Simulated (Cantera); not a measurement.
A Cantera script and what it prints.

```python
import numpy as np
import cantera as ct

gas_names = [...]  # 116 gases of nasa_gas.yaml made of C, H, Mg, O
cond_names = """
    C(gr) C6H6(L) C7H8(L) C8H18(L),n-octa H2O(s) H2O(L) Mg(cr) Mg(L) MgCO3(s) MgO(s) MgO(L) MgO2H2(s)
""".split()


# ... load() reads the species with a 1 bar reference pressure and builds the phases ...
atoms = {
    'MgO': {'Mg': 1, 'O': 1},
    'C': {'C': 1},
    'H2': {'H': 2},
}
top_T = {'C(gr)': 4500}  # K; cautious upper limits of use, not melting points


# ... equilibrate(T, P, feed) seeds the gas with the atoms and calls Mixture.equilibrate('TP', solver="vcs", rtol=1e-11, max_steps=5000) ...
results = []
feed = {'MgO': 1, 'C': 0.82, 'H2': 8.6}  # mol
P = 100000  # Pa
for T in [900, 1000, 1100, 1200, 1300, 1400, 1500, 1600, 1700, 1800, 1900, 2000]:
    mix = equilibrate(T, P, feed)
    results.append((T, P, feed, dict(zip(mix.species_names, mix.species_moles))))
    x = sorted(zip(gas.X, gas.species_names), reverse=True)
    print(f"T = {T:g} K  P = {P:g} Pa  gas = {mix.phase_moles(0):.4g} mol")
    print("   x: " + "  ".join(f"{s} {v:.3e}" for v, s in x if v > 0.001))
    print("   condensed (mol): " + ("  ".join(f"{mix.phase(i).name} {mix.phase_moles(i):.4g}"
          for i in range(1, mix.n_phases) if mix.phase_moles(i) > 1e-12) or "none"))
```

Result:

```
T = 900 K  P = 100000 Pa  gas = 7.78 mol
   x: H2 8.946e-01  CH4 1.054e-01
   condensed (mol): MgO(s) 1
T = 1000 K  P = 100000 Pa  gas = 7.958 mol
   x: H2 9.193e-01  CH4 8.070e-02
   condensed (mol): C(gr) 0.1778  MgO(s) 1
T = 1100 K  P = 100000 Pa  gas = 8.321 mol
   x: H2 9.665e-01  CH4 3.353e-02
   condensed (mol): C(gr) 0.541  MgO(s) 1
T = 1200 K  P = 100000 Pa  gas = 8.47 mol
   x: H2 9.847e-01  CH4 1.532e-02
   condensed (mol): C(gr) 0.6902  MgO(s) 1
T = 1300 K  P = 100000 Pa  gas = 8.534 mol
   x: H2 9.922e-01  CH4 7.742e-03
   condensed (mol): C(gr) 0.7537  MgO(s) 0.9999
T = 1400 K  P = 100000 Pa  gas = 8.566 mol
   x: H2 9.954e-01  CH4 4.280e-03
   condensed (mol): C(gr) 0.7821  MgO(s) 0.9989
T = 1500 K  P = 100000 Pa  gas = 8.591 mol
   x: H2 9.959e-01  CH4 2.549e-03
   condensed (mol): C(gr) 0.7913  MgO(s) 0.9934
T = 1600 K  P = 100000 Pa  gas = 8.649 mol
   x: H2 9.911e-01  CO 3.617e-03  Mg 3.579e-03  CH4 1.604e-03
   condensed (mol): C(gr) 0.7743  MgO(s) 0.9687
T = 1700 K  P = 100000 Pa  gas = 8.84 mol
   x: H2 9.705e-01  CO 1.412e-02  Mg 1.396e-02  CH4 1.032e-03
   condensed (mol): C(gr) 0.6847  MgO(s) 0.8751
T = 1800 K  P = 100000 Pa  gas = 9.488 mol
   x: H2 9.045e-01  CO 4.719e-02  Mg 4.660e-02
   condensed (mol): C(gr) 0.3632  MgO(s) 0.5521
T = 1900 K  P = 100000 Pa  gas = 10.23 mol
   x: H2 8.392e-01  CO 7.992e-02  Mg 7.891e-02  MgH 1.052e-03
   condensed (mol): MgO(s) 0.1817
T = 2000 K  P = 100000 Pa  gas = 10.24 mol
   x: H2 8.381e-01  CO 8.003e-02  Mg 7.907e-02  H 1.489e-03  MgH 1.124e-03
   condensed (mol): MgO(s) 0.1784
```

These are equilibrium values from Cantera (NASA tables, ideal gas, pure condensed phases), not measurements of a reactor. The tables' values for MgH are old estimates; treat these amounts as uncertain.
